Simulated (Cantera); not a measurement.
## Equilibrium for iron carbonyl, mercury and lead vapours: Fe(CO)₅ + O₂ + N₂

Charge: 1 mol Fe(CO)₅, 0.015 mol O₂, 19 mol N₂, equilibrated at 72.0 mbar.

These are equilibrium values from Cantera (NASA tables, ideal gas, pure condensed phases), not measurements of a reactor. Candidate condensed phases: C, Fe, Fe(CO)₅, FeO, Fe₂O₃, Fe₃O₄; 27 gas species. Condensed phases not in the tables: cementite and carbon dissolved in iron. Rates play no part.

```json
[
 {"T (°C)": "575", "x N₂": "0.818", "x CO": "0.146", "x CO₂": "0.0352", "x Fe": "<1e-12", "n C(graphite)": "0.787", "n Fe(α)": "1.00", "n Fe(γ)": "0"},
 {"T (°C)": "625", "x N₂": "0.802", "x CO": "0.184", "x CO₂": "0.0143", "x Fe": "<1e-12", "n C(graphite)": "0.308", "n Fe(α)": "1.00", "n Fe(γ)": "0"},
 {"T (°C)": "675", "x N₂": "0.795", "x CO": "0.200", "x CO₂": "0.00506", "x Fe": "<1e-12", "n C(graphite)": "0.0909", "n Fe(α)": "1.00", "n Fe(γ)": "0"},
 {"T (°C)": "725", "x N₂": "0.792", "x CO": "0.206", "x CO₂": "0.00181", "x Fe": "<1e-12", "n C(graphite)": "0.0134", "n Fe(α)": "1.00", "n Fe(γ)": "0"},
 {"T (°C)": "775", "x N₂": "0.792", "x CO": "0.207", "x CO₂": "0.00125", "x Fe": "1.95e-12", "n C(graphite)": "0", "n Fe(α)": "1.00", "n Fe(γ)": "0"},
 {"T (°C)": "825", "x N₂": "0.792", "x CO": "0.207", "x CO₂": "0.00125", "x Fe": "1.62e-11", "n C(graphite)": "0", "n Fe(α)": "1.00", "n Fe(γ)": "0"},
 {"T (°C)": "875", "x N₂": "0.792", "x CO": "0.207", "x CO₂": "0.00125", "x Fe": "1.11e-10", "n C(graphite)": "0", "n Fe(α)": "1.00", "n Fe(γ)": "0"},
 {"T (°C)": "925", "x N₂": "0.792", "x CO": "0.207", "x CO₂": "0.00125", "x Fe": "6.44e-10", "n C(graphite)": "0", "n Fe(α)": "0", "n Fe(γ)": "1.00"},
 {"T (°C)": "975", "x N₂": "0.792", "x CO": "0.207", "x CO₂": "0.00125", "x Fe": "3.24e-9", "n C(graphite)": "0", "n Fe(α)": "0", "n Fe(γ)": "1.00"},
 {"T (°C)": "1025", "x N₂": "0.792", "x CO": "0.207", "x CO₂": "0.00125", "x Fe": "1.43e-8", "n C(graphite)": "0", "n Fe(α)": "0", "n Fe(γ)": "1.00"},
 {"T (°C)": "1075", "x N₂": "0.792", "x CO": "0.207", "x CO₂": "0.00125", "x Fe": "5.66e-8", "n C(graphite)": "0", "n Fe(α)": "0", "n Fe(γ)": "1.000"},
 {"T (°C)": "1125", "x N₂": "0.792", "x CO": "0.207", "x CO₂": "0.00125", "x Fe": "2.03e-7", "n C(graphite)": "0", "n Fe(α)": "0", "n Fe(γ)": "1.000"}
]
```
x: gas mole fraction; n: condensed amount in mol.

From 575 °C to 725 °C the condensed part is C(graphite) + Fe(α). From 775 °C to 875 °C the condensed part is Fe(α). From 925 °C to 1125 °C the condensed part is Fe(γ).
